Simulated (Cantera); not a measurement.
**Transport properties of process gases**

Gas mixture: N2O = 0.18 (molar parts), at 0.132 atm, frozen composition.

Cantera's kinetic-theory transport with the Lennard-Jones parameters of GRI-Mech 3.0, ideal gas; thermal conductivity in the mixture-averaged form. The composition is frozen, though it would react at the higher temperatures.

| T (K) | ρ (kg/m³) | cp (J/kg/K) | μ (µPa s) | λ (mW/m/K) | Pr | D (cm²/s) NH3 | D (cm²/s) N2 | D (cm²/s) CH3 |
|---|---|---|---|---|---|---|---|---|
| 400 | 0.176 | 970.3 | 19.5 | 25.5 | 0.741 | 2.14 | 2.00 | 2.22 |
| 500 | 0.141 | 1043 | 23.6 | 33.2 | 0.740 | 3.30 | 2.97 | 3.33 |
| 600 | 0.118 | 1101 | 27.3 | 40.7 | 0.739 | 4.65 | 4.09 | 4.59 |
| 700 | 0.101 | 1150 | 30.8 | 47.9 | 0.739 | 6.19 | 5.33 | 6.01 |
| 800 | 0.0882 | 1192 | 34.0 | 54.9 | 0.739 | 7.90 | 6.69 | 7.57 |
| 900 | 0.0784 | 1227 | 37.1 | 61.5 | 0.740 | 9.76 | 8.17 | 9.26 |
| 1000 | 0.0706 | 1255 | 40.0 | 68.0 | 0.739 | 11.8 | 9.76 | 11.1 |
| 1100 | 0.0642 | 1275 | 42.8 | 74.1 | 0.736 | 13.9 | 11.5 | 13.0 |
| 1200 | 0.0588 | 1294 | 45.5 | 80.1 | 0.735 | 16.2 | 13.3 | 15.1 |
D: mixture-averaged diffusion coefficient of that species in the mixture.
